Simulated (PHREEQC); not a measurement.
CaCl2 is added in steps, without added water, to 1 kg of water holding 11 mmol/kgw Ni(NO3)2, 13 mmol/kgw KCl and 9.2 mmol/kgw HCl, at 20 °C. Oxygen is held at 0.21 atm. CO2 from the air is kept out. Solids allowed: Portlandite, Ni(OH)2. Others were left out.

Base run: PHREEQC, ion-association model, wateq4f.dat. Each further column changes one thing. The table gives pH.

```csv
CaCl2 added (mol),base,KCl replaced by FeCl3 at the same molality,HCl from 0.0092 to 0.092 mol/kgw,0.0057 mol/kgw NaHCO3 added,no solid may form
0,2.11,1.40,1.13,2.53,2.11
0.005583,2.11,1.40,1.13,2.53,2.11
0.01117,2.12,1.40,1.13,2.54,2.12
0.01675,2.12,1.41,1.13,2.54,2.12
0.01954,2.12,1.41,1.13,2.54,2.12
0.02513,2.12,1.41,1.13,2.54,2.12
0.03071,2.13,1.41,1.14,2.55,2.13
0.03629,2.13,1.41,1.14,2.55,2.13
0.04188,2.13,1.42,1.14,2.55,2.13
0.04746,2.13,1.42,1.14,2.55,2.13
0.05025,2.13,1.42,1.14,2.55,2.13
0.05583,2.14,1.42,1.14,2.56,2.14
0.06142,2.14,1.42,1.14,2.56,2.14
0.067,2.14,1.42,1.14,2.56,2.14
```

 Solids allowed in the column 'KCl replaced by FeCl3 at the same molality': Portlandite, Hematite, Ni(OH)2. Solids allowed in the column '0.0057 mol/kgw NaHCO3 added': Calcite, Portlandite, Ni(OH)2, NiCO3, Halite, Nahcolite, Natron.
